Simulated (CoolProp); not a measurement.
Properties of n-hexane along the isotherm 600 K.

Computed with CoolProp (reference Helmholtz-energy equation of state, Thol 2019).

| p (MPa) | phase | density (kg/m³) | speed of sound (m/s) | viscosity (µPa s) | Prandtl number | fugacity coefficient |
|---|---|---|---|---|---|---|
| 0.571 | gas | 10.24 | 236.5 | 12.7 | 0.758 | 0.9640 |
| 1.14 | gas | 21.28 | 228.0 | 13.3 | 0.803 | 0.9290 |
| 1.71 | gas | 33.32 | 219.4 | 14.1 | 0.859 | 0.8947 |
| 2.28 | gas | 46.51 | 210.6 | 15.0 | 0.917 | 0.8613 |
| 2.85 | gas | 61.08 | 201.9 | 16.0 | 0.976 | 0.8287 |
| 3.42 | supercritical | 77.25 | 193.4 | 17.0 | 1.04 | 0.7970 |
| 4 | supercritical | 95.63 | 185.3 | 18.2 | 1.11 | 0.7657 |
| 4.57 | supercritical | 115.8 | 178.5 | 19.6 | 1.18 | 0.7359 |

Viscosity comes from a separate model (Michailidou 2013). Thermal conductivity comes from a separate model (Assael 2013).
